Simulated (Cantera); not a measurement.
A perfectly stirred reactor is fed with 4.54 % CH₄, 1.54 % C₂H₆, 0.209 % C₃H₈, 19.7 % O₂, 74.0 % N₂, equivalence ratio 0.79, at 500000 Pa; it is adiabatic with a 475 K inlet, and is followed from long to short residence time, starting on the burning branch (τ in s: 0.14, 0.055, 0.022, 0.0086, 0.0034, 0.0013, 0.00053, 0.00021, 8.4e-05, 3.3e-05).

Detailed kinetics in Cantera: GRI-Mech 3.0 (53 species, 325 reactions).

One state of this run: T (K) = 2122; x CH₄ = 7.78e-6; x C₂H₆ = 4.15e-7; x C₃H₈ = 5.93e-8; x C₂H₄ = 1.53e-6; x HCN = 1.15e-7. x: mole fraction; the columns are a selection and need not sum to one.

### Question
Which value of τ (s) does it belong to?
A) 0.0013
B) 0.022
C) 0.0086
D) 0.00021

### Answer
C, 0.0086
